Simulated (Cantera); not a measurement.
A perfectly stirred reactor is fed with 0.308 % CH3OH, 0.318 % O2, 99.4 % N2, equivalence ratio 1.5, at 1000000 Pa; it is held at 1048 K, and followed from long to short residence time.

Detailed kinetics in Cantera: GRI-Mech 3.0 (53 species, 325 reactions). GRI-Mech 3.0 was tuned for natural gas; its chemistry of methanol as a main component is partial and can be far from experiment.

**Question.** Predict: x(CH3OH) at τ = 0.560 s; x(O2) at τ = 0.560 s; x(O) at τ = 0.560 s; x(HO2) at τ = 0.560 s; x(CH3OH) at τ = 17.0 ms; x(O2) at τ = 17.0 ms; x(O) at τ = 17.0 ms; x(HO2) at τ = 17.0 ms.

**Answer.** 
| Property | Value |
|---|---|
| x(CH3OH) at τ = 0.560 s | 0.000116 |
| x(O2) at τ = 0.560 s | 0.000611 |
| x(O) at τ = 0.560 s | 2.52e-9 |
| x(HO2) at τ = 0.560 s | 2.77e-6 |
| x(CH3OH) at τ = 17.0 ms | 0.000959 |
| x(O2) at τ = 17.0 ms | 0.00191 |
| x(O) at τ = 17.0 ms | 3.75e-9 |
| x(HO2) at τ = 17.0 ms | 1.49e-5 |
